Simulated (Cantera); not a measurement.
Charge: 1 mol H2S, 0.036 mol O2, at 3150 K and 350000 Pa.

Equilibrium computed with Cantera from the NASA thermochemical tables; the gas is ideal and each condensed phase is pure. Candidate condensed phases: H2O, H2SO4, S; 19 gas species. Kinetics and transport are ignored.

Base state: H2 0.459, S2 0.186, SH 0.104, H 0.0887, S 0.0885, H2S 0.0301, H2O 0.0249, SO 0.0157 (mole fractions); condensed: gas only.

Task: What changes in the equilibrium state with this change: H2S replaced by HI?

Result: 
```
species    before    after
-------  --------  -------
I               0    0.609
H2          0.459    0.230
H          0.0887   0.0628
S2          0.186        0
SH          0.104        0
S          0.0885        0
HI              0   0.0491
H2S        0.0301        0
SO         0.0157        0
H2O        0.0249   0.0425
I2              0  0.00118
SO2      0.000554        0
S2O      0.000371        0
```
Further candidate phases: I2.

Task: What changes in the equilibrium state with this change: temperature from 3150 K to 3050 K?

Result: 
```tsv
species	before	after
H2	0.459	0.478
S2	0.186	0.202
SH	0.104	0.101
H	0.0887	0.0678
S	0.0885	0.0702
H2S	0.0301	0.0365
H2O	0.0249	0.0282
SO	0.0157	0.0140
O	0.000208	0.000119
OH	0.00178	0.00138
S2O	0.000371	0.000405
```

Task: What changes in the equilibrium state with this change: temperature from 3150 K to 1323.15 K?

Result: 
| species | before | after |
|---|---|---|
| H2S | 0.0301 | 0.710 |
| H2 | 0.459 | 0.128 |
| S2 | 0.186 | 0.0961 |
| SH | 0.104 | 0.000809 |
| H | 0.0887 | 3.04e-7 |
| S | 0.0885 | 6.59e-7 |
| SO | 0.0157 | 4.35e-6 |
| H2O | 0.0249 | 0.0649 |
| OH | 0.00178 | 2.23e-9 |
| O | 0.000208 | <1e-9 |
| SO2 | 0.000554 | 2.08e-5 |
| S2O | 0.000371 | 5.61e-5 |
